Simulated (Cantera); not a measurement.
Cantera run:

```python
import numpy as np
import cantera as ct

gas_names = """
    N2 ALBr3 Br2
""".split()
cond_names = """
    ALN(s)
""".split()


# ... load() reads the species with a 1 bar reference pressure and builds the phases ...
species = {s.name: s for s in load("nasa_gas.yaml", gas_names) + load("nasa_condensed.yaml", cond_names)}
# Each term lists the table entries of one substance; the one whose range holds T is used.
reactions = {
    'N2(g) + 2 AlBr3(g) = 3 Br2(g) + 2 AlN':
        [(-1, ['N2']), (-2, ['ALBr3']), (3, ['Br2']), (2, ['ALN(s)'])],
}


def pick(names, T):
    return next(species[n] for n in names if species[n].thermo.min_temp <= T <= species[n].thermo.max_temp)


results = []
for label, terms in reactions.items():
    print(label)
    print("     T/K   dH/kJ  dS/(J/K)   dG/kJ   log10 K")
    for T in [650, 850, 1050, 1250, 1450, 1650, 1850, 2050, 2250, 2450, 2650]:
        used = [(nu, pick(names, T)) for nu, names in terms]
        dH = sum(nu * s.thermo.h(T) for nu, s in used) / 1e6
        dS = sum(nu * s.thermo.s(T) for nu, s in used) / 1e3
        dG = dH - T * dS / 1e3
        logK = -dG * 1e6 / (ct.gas_constant * T * np.log(10))
        results.append((label, T, dH, dS, dG, logK, [s.name for _, s in used]))
        print(f"{T:8g} {dH:8.1f} {dS:8.1f} {dG:8.1f} {logK:8.2f}")
```

It prints:

```
N2(g) + 2 AlBr3(g) = 3 Br2(g) + 2 AlN
     T/K   dH/kJ  dS/(J/K)   dG/kJ   log10 K
     650    278.0   -114.1    352.1   -28.30
     850    280.1   -111.3    374.7   -23.02
    1050    282.6   -108.6    396.7   -19.73
    1250    285.3   -106.2    418.2   -17.47
    1450    288.2   -104.1    439.2   -15.82
    1650    291.3   -102.1    459.8   -14.56
    1850    294.6   -100.2    480.0   -13.55
    2050    298.3    -98.4    499.9   -12.74
    2250    302.2    -96.5    519.4   -12.06
    2450    306.4    -94.7    538.5   -11.48
    2650    311.0    -92.9    557.3   -10.98
```

Source: NASA polynomial tables (part measured, part estimated), evaluated in Cantera. Condensed species are held in their standard states even where they would react or evaporate.
